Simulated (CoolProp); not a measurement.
Properties of sulfur dioxide along the isotherm 525 K.

The numbers come from the reference Helmholtz-energy equation of state, Gao 2016 in CoolProp.

```tsv
p (MPa)	phase	cv (kJ/(kg K))	isothermal compressibility (1/MPa)	expansivity (1/kK)
1.79	gas	…	0.5818	2.210
3.58	gas	0.6323	0.3042	2.577
5.38	gas	0.6461	0.2126	3.024
7.17	gas	0.6607	0.1680	…
8.96	supercritical	0.6761	0.1419	4.219
10.8	supercritical	0.6924	0.1242	5.018
12.5	supercritical	0.7073	0.1122	5.859
14.3	supercritical	0.7216	0.1012	6.790
16.1	supercritical	…	…	7.601
17.9	supercritical	0.7403	…	8.057
19.7	supercritical	0.7434	0.06440	8.032
```

Task: Some entries are withheld; supply them.

Result: 
- 1.79, cv (kJ/(kg K)): 0.6195
- 7.17, expansivity (1/kK): 3.565
- 16.1, cv (kJ/(kg K)): 0.7330
- 16.1, isothermal compressibility (1/MPa): 0.09008
- 17.9, isothermal compressibility (1/MPa): 0.07761
